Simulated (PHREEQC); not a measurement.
Solution (60 °C): 0.036 mol CdCl2, 0.46 mol Na2SO4 and 0.0046 mol MnSO4 per kg of water. Closed to the air; pH follows from the charge balance.

Computed with PHREEQC (ion-association model, wateq4f.dat).

Each row changes one thing in this solution. Precipitation was switched off in this run.

```json
[
 {"case": "as made", "pH": "6.23", "ionic strength (mol/kgw)": "1.03", "HSO4- (mol/kgw)": "7.63e-6", "SI of Mirabilite (Na2SO4:10H2O)": "-2.47"},
 {"case": "CdCl2 left out", "pH": "6.85", "ionic strength (mol/kgw)": "1.01", "HSO4- (mol/kgw)": "2.05e-6", "SI of Mirabilite (Na2SO4:10H2O)": "-2.44"},
 {"case": "MnSO4 replaced by Cs2SO4 at the same molality", "pH": "6.24", "ionic strength (mol/kgw)": "1.04", "HSO4- (mol/kgw)": "7.51e-6", "SI of Mirabilite (Na2SO4:10H2O)": "-2.47"},
 {"case": "CdCl2 from 0.036 to 0.0396 mol/kgw", "pH": "6.20", "ionic strength (mol/kgw)": "1.04", "HSO4- (mol/kgw)": "8.12e-6", "SI of Mirabilite (Na2SO4:10H2O)": "-2.48"},
 {"case": "MnSO4 left out", "pH": "6.24", "ionic strength (mol/kgw)": "1.03", "HSO4- (mol/kgw)": "7.49e-6", "SI of Mirabilite (Na2SO4:10H2O)": "-2.47"},
 {"case": "CdCl2 replaced by CdBr2 at the same molality", "pH": "6.48", "ionic strength (mol/kgw)": "1.04", "HSO4- (mol/kgw)": "4.34e-6", "SI of Mirabilite (Na2SO4:10H2O)": "-2.47"},
 {"case": "CdCl2 replaced by MnCl2 at the same molality", "pH": "6.49", "ionic strength (mol/kgw)": "1.05", "HSO4- (mol/kgw)": "4.43e-6", "SI of Mirabilite (Na2SO4:10H2O)": "-2.47"},
 {"case": "0.33 mol/kgw (CH3)4NCl added", "pH": "6.13", "ionic strength (mol/kgw)": "1.38", "HSO4- (mol/kgw)": "9.66e-6", "SI of Mirabilite (Na2SO4:10H2O)": "-2.52"},
 {"case": "temperature from 60 to 30 °C", "pH": "6.31", "ionic strength (mol/kgw)": "1.05", "HSO4- (mol/kgw)": "3.29e-6", "SI of Mirabilite (Na2SO4:10H2O)": "-1.16"}
]
```

The ionic strength passes 0.7 mol/kgw, the rough limit of the ion-association models, in every such run. Species that the database lacks are ignored. (CH3)4N+ isn't in the database: it is added as a free cation with an ion size of 4 Å. Constants without temperature data keep their 25 °C values here.
